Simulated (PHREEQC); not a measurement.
Solution (25 °C): 0.17 mol HF per kg of water. Closed to the air; pH follows from the charge balance.

Computed with PHREEQC (ion-association model, wateq4f.dat).

Each row changes one thing in this solution. Precipitation was switched off in this run.

| case | pH | ionic strength (mol/kgw) | HF (mol/kgw) | H2F2 (mol/kgw) | F- (mol/kgw) | HF2- (mol/kgw) |
|---|---|---|---|---|---|---|
| as made | 2.01 | 0.0108 | 0.102 | 0.0271 | 0.00774 | 0.00303 |
| temperature from 25 to 10 °C | 2.00 | 0.0110 | 0.0881 | 0.0342 | 0.00850 | 0.00249 |
| diluted 10-fold with water | 2.52 | 0.00318 | 0.0128 | 0.000428 | 0.00303 | 0.000149 |
| temperature from 25 to 65 °C | 2.08 | 0.00910 | 0.137 | 0.0104 | 0.00568 | 0.00342 |
| HF replaced by NH4BF4 at the same molality | 2.65 | 0.173 | 0.00850 | 0.000196 | 0.00368 | 0.000125 |
| HF from 0.17 to 0.017 mol/kgw | 2.52 | 0.00318 | 0.0128 | 0.000428 | 0.00303 | 0.000149 |
| HF from 0.17 to 0.34 mol/kgw | 1.86 | 0.0154 | 0.169 | 0.0748 | 0.00931 | 0.00606 |
| HF replaced by NH4F at the same molality | 6.30 | 0.170 | 8.74e-5 | 2.07e-8 | 0.170 | 5.92e-5 |

Species that the database lacks are ignored. Away from 25 °C the constants follow the database's enthalpies or fits; those with neither stay at their 25 °C values. Real BF4- forms and hydrolyses slowly; the run takes it at equilibrium.
